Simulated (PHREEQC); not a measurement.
Dissolve 12 mmol/kgw H2SO4 and 0.76 mmol/kgw FeCl3 at 15 °C. It is in equilibrium with CO2 at log p = -1 (atm). Otherwise closed; pH follows from the charge balance.

Model: ion-association model, phreeqc.dat, run in PHREEQC.

Q: The ionic strength comes out as 0.0260 mol/kgw. What activity coefficients do Cl-, Fe(SO4)2-, FeCl+2, H+, FeSO4+ get?

A: Cl- 0.86, Fe(SO4)2- 0.86, FeCl+2 0.55, H+ 0.88, FeSO4+ 0.86.

This is a speciation only: nothing precipitates in the calculation. Saturation is exceeded, for instance for Hematite (slow to form), Goethite (slow to form); the values hold only as long as no solid forms. Complexes and solids missing from the database can't appear.
